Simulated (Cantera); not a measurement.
What does this Cantera script print?

```python
import numpy as np
import cantera as ct

gas = ct.Solution("SiF4_NH3_mec.yaml", "gas")
gas.TPX = 1475, 52000, {'NH3': 1, 'N2': 0.86}
inlet = ct.Reservoir(gas, clone=True)

reactor = ct.IdealGasConstPressureReactor(gas, energy="off", clone=False)
exhaust = ct.Reservoir(gas, clone=True)
tau = [16, 6.6, 2.6, 1.1, 0.42, 0.17, 0.068, 0.027, 0.011, 0.0044][0]
for a, b in ((inlet, reactor), (reactor, exhaust)):
    ct.MassFlowController(a, b, mdot=lambda t: reactor.mass / tau)
net = ct.ReactorNet([reactor])
show = ['NH3', 'NH', 'N2H2', 'H', 'NH2']

rows = []
print(f"{'tau/s':>10s}{'T/K':>9s}" + "".join(f"{s:>11s}" for s in show))
for tau in [16, 6.6, 2.6, 1.1, 0.42, 0.17, 0.068, 0.027, 0.011, 0.0044]:
    net.initial_time = 0.0
    net.advance(30 * tau)
    before = gas.X
    net.advance(40 * tau)
    drift = np.max(np.abs(gas.X - before) / (gas.X + 1e-9))
    rows.append([gas.T, *gas[show].X, drift])
    print(f"{tau:10.3e}{gas.T:9.1f}" + "".join(f"{x:11.3e}" for x in gas[show].X))
```

Output:

```
     tau/s      T/K        NH3         NH       N2H2          H        NH2
 1.600e+01   1475.0  4.465e-01  6.596e-08  1.316e-07  2.365e-06  2.563e-05
 6.600e+00   1475.0  4.915e-01  6.964e-08  1.669e-07  1.210e-06  2.853e-05
 2.600e+00   1475.0  5.174e-01  6.709e-08  1.896e-07  5.386e-07  3.037e-05
 1.100e+00   1475.0  5.287e-01  6.139e-08  1.992e-07  2.412e-07  3.130e-05
 4.200e-01   1475.0  5.342e-01  5.520e-08  2.013e-07  9.509e-08  3.167e-05
 1.700e-01   1475.0  5.363e-01  5.074e-08  1.961e-07  3.919e-08  3.138e-05
 6.800e-02   1475.0  5.371e-01  4.596e-08  1.797e-07  1.593e-08  3.012e-05
 2.700e-02   1475.0  5.374e-01  3.764e-08  1.416e-07  6.377e-09  2.679e-05
 1.100e-02   1475.0  5.376e-01  2.286e-08  7.649e-08  2.493e-09  1.980e-05
 4.400e-03   1475.0  5.376e-01  7.155e-09  1.956e-08  1.064e-09  1.017e-05
```

Computed with Cantera and the gas-phase N/H chemistry of the illustrative SiF4/NH3 mechanism in the Surface Chemkin manual (1991). Walls and surfaces, which speed up NH3 decomposition in real reactors, are not modelled.
